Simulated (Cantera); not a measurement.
An isothermal, constant-pressure homogeneous reactor starts with CH4 : H2O : H2 = 1 : 1.9 : 1.5 (molar parts), at 1550 K and 1.48 atm. Integrator tolerance rtol = 1e-08.

Detailed kinetics in Cantera: GRI-Mech 3.0 (53 species, 325 reactions).

Task: What does this change do: pressure from 1.48 atm to 0.760 atm?

Result: 
```json
[
 {"quantity": "x(CH4) at 20.0 s", "before": "0.0308 (gas-phase equilibrium 2.20e-6)", "after": "0.0235 (gas-phase equilibrium 5.79e-7)"},
 {"quantity": "x(H2O) at 20.0 s", "before": "0.183 (gas-phase equilibrium 0.131)", "after": "0.184 (gas-phase equilibrium 0.131)"},
 {"quantity": "x(H2) at 20.0 s", "before": "0.655 (gas-phase equilibrium 0.713)", "after": "0.660 (gas-phase equilibrium 0.713)"},
 {"quantity": "x(O) at 20.0 s", "before": "4.82e-12 (gas-phase equilibrium 3.51e-12)", "after": "8.70e-12 (gas-phase equilibrium 6.84e-12)"},
 {"quantity": "x(CO) at 20.0 s", "before": "0.113 (gas-phase equilibrium 0.147)", "after": "0.112 (gas-phase equilibrium 0.147)"},
 {"quantity": "x(CH2O) at 20.0 s", "before": "1.00e-7 (gas-phase equilibrium 6.81e-8)", "after": "6.71e-8 (gas-phase equilibrium 3.49e-8)"},
 {"quantity": "x(C2H6) at 20.0 s", "before": "5.66e-6 (gas-phase equilibrium <1e-12)", "after": "3.02e-6 (gas-phase equilibrium <1e-12)"}
]
```

Task: What does this change do: pressure from 1.48 atm to 0.987 atm?

Result: 
```tsv
quantity	before	after
x(CH4) at 20.0 s	0.0308 (gas-phase equilibrium 2.20e-6)	0.0261 (gas-phase equilibrium 9.76e-7)
x(H2O) at 20.0 s	0.183 (gas-phase equilibrium 0.131)	0.183 (gas-phase equilibrium 0.131)
x(H2) at 20.0 s	0.655 (gas-phase equilibrium 0.713)	0.659 (gas-phase equilibrium 0.713)
x(O) at 20.0 s	4.82e-12 (gas-phase equilibrium 3.51e-12)	6.88e-12 (gas-phase equilibrium 5.27e-12)
x(CO) at 20.0 s	0.113 (gas-phase equilibrium 0.147)	0.113 (gas-phase equilibrium 0.147)
x(CH2O) at 20.0 s	1.00e-7 (gas-phase equilibrium 6.81e-8)	7.74e-8 (gas-phase equilibrium 4.54e-8)
x(C2H6) at 20.0 s	5.66e-6 (gas-phase equilibrium <1e-12)	3.86e-6 (gas-phase equilibrium <1e-12)
```
